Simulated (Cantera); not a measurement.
A Cantera script and what it prints.

```python
import numpy as np
import cantera as ct

gas_names = """
    AL ALC ALH ALN AL2 C CH CH2 CH3 CH4 CN C2 C2H C2H2,acetylene C2H2,vinylidene C2H3,vinyl CH3CN C2H4
    C2H5 C2H6 CCN CNC C2N2 C3 C3H3,propargyl C3H4,allene C3H4,propyne C3H4,cyclo- C3H5,allyl
    C3H6,propylene C3H6,cyclo- C3H7,n-propyl C3H7,i-propyl C3H8 C4 C4H2 C4H4,1,3-cyclo- C4H6,butadiene
    C4H6,2-butyne C4H6,cyclo- C4H8,1-butene C4H8,cis2-buten C4H8,tr2-butene C4H8,isobutene C4H8,cyclo-
    C4H9,n-butyl C4H9,i-butyl C4H9,s-butyl C4H9,t-butyl C4H10,isobutane C4H10,n-butane C4N2 C5
    C5H6,1,3cyclo- C5H8,cyclo- C5H10,1-pentene C5H10,cyclo- C5H11,pentyl C5H11,t-pentyl C5H12,n-pentane
    C5H12,i-pentane CH3C(CH3)2CH3 C6H2 C6H5,phenyl C6H6 C6H10,cyclo- C6H12,1-hexene C6H12,cyclo-
    C6H13,n-hexyl C7H7,benzyl C7H8 C7H14,1-heptene C7H15,n-heptyl C7H16,n-heptane C8H8,styrene
    C8H10,ethylbenz C8H16,1-octene C8H17,n-octyl C8H18,isooctane C8H18,n-octane C9H19,n-nonyl
    C10H8,naphthale C10H21,n-decyl C12H9,o-bipheny C12H10,bipheny H HCN HCCN HNC H2 N NH NH2 NH3 N2 N2H2
    N2H4
""".split()
cond_names = """
    AL(cr) AL(L) ALN(s) C(gr) C6H6(L) C7H8(L) C8H18(L),n-octa
""".split()


def load(file, names, dense=False):
    # The tables refer to 1 bar. Condensed volumes are neglected.
    table = {s.name: s for s in ct.Species.list_from_file(file)}
    out = []
    for n in names:
        d = dict(table[n].input_data)
        d["thermo"] = dict(d["thermo"], **{"reference-pressure": 1e5})
        if dense:
            d["equation-of-state"] = {"model": "constant-volume", "density": "1e6 g/cm^3"}
        out.append(ct.Species.from_dict(d))
    return out


gas = ct.Solution(thermo="ideal-gas", species=load("nasa_gas.yaml", gas_names))
cond = {s.name: ct.Solution(thermo="fixed-stoichiometry", species=[s], name=s.name)
        for s in load("nasa_condensed.yaml", cond_names, dense=True)}
atoms = {
    'Al(CH3)3': {'AL': 1, 'C': 3, 'H': 9},
    'N2': {'N': 2},
    'H2': {'H': 2},
}
top_T = {'ALN(s)': 2750, 'C(gr)': 4500}  # K; cautious upper limits of use, not melting points


def equilibrate(T, P, feed):
    n = {}
    for name, mol in feed.items():
        for a, k in atoms[name].items():
            n[a] = n.get(a, 0.0) + k * mol
    gas.TPX = T, P, n
    mass = sum(n.values()) * gas.mean_molecular_weight
    gas.equilibrate("TP")
    valid = [c for c in cond.values() if c.min_temp <= T <= top_T.get(c.name, c.max_temp)]
    mix = ct.Mixture([(gas, mass / gas.mean_molecular_weight)] + [(c, 0.0) for c in valid])
    mix.T, mix.P = T, P
    mix.equilibrate("TP", solver="vcs", rtol=1e-11, max_steps=5000)
    return mix


results = []
feed = {'Al(CH3)3': 1, 'N2': 44, 'H2': 100}  # mol
P = 16  # Pa
for T in [1625, 1675, 1725, 1775, 1825, 1875, 1925, 1975, 2025, 2075, 2125]:
    mix = equilibrate(T, P, feed)
    results.append((T, P, feed, dict(zip(mix.species_names, mix.species_moles))))

top = {s: max(r[3][s] / sum(r[3][g] for g in gas_names) for r in results) for s in gas_names}
cols = sorted((s for s in top if top[s] > 1e-06), key=lambda s: -top[s])[:7]
seen = [c for c in cond_names if any(r[3].get(c, 0) > 1e-12 for r in results)]
print("log10 of partial pressures in bar; condensed amounts in mol")
print(f"{'T/K':>10s}" + "".join(f"{s[:9]:>10s}" for s in cols + seen))
for T, P, feed, n in results:
    ng = sum(n[g] for g in gas_names)
    print(f"{T:10.4g}" + "".join(f"{np.log10(max(n[s] / ng * P / 1e5, 1e-99)):10.3f}" for s in cols)
          + "".join(f"{n.get(c, 0):10.4g}" for c in seen))
```

It prints:

```
log10 of partial pressures in bar; condensed amounts in mol
       T/K        H2        N2         H       HCN        AL C2H2,acet       HNC    ALN(s)     C(gr)
      1625    -3.952    -4.329    -6.127    -6.763    -6.340    -8.401    -8.373    0.5708     2.828
      1675    -3.956    -4.330    -5.913    -6.639    -5.975    -8.192    -8.191         0     2.767
      1725    -3.959    -4.331    -5.710    -6.522    -5.976    -7.994    -8.020         0      2.69
      1775    -3.962    -4.333    -5.520    -6.413    -5.977    -7.809    -7.859         0     2.593
      1825    -3.968    -4.336    -5.340    -6.311    -5.979    -7.636    -7.708         0     2.474
      1875    -3.976    -4.339    -5.171    -6.217    -5.981    -7.475    -7.568         0      2.33
      1925    -3.987    -4.344    -5.013    -6.130    -5.985    -7.326    -7.437         0     2.158
      1975    -4.001    -4.351    -4.864    -6.051    -5.991    -7.189    -7.316         0     1.954
      2025    -4.021    -4.359    -4.726    -5.979    -5.998    -7.065    -7.205         0     1.719
      2075    -4.047    -4.369    -4.598    -5.916    -6.007    -6.954    -7.105         0     1.452
      2125    -4.082    -4.382    -4.481    -5.862    -6.019    -6.857    -7.015         0     1.155
```

Cantera equilibrium calculation (NASA polynomials, part measured and part estimated; ideal gas, pure solids and liquids). The feed counts by its element totals alone.
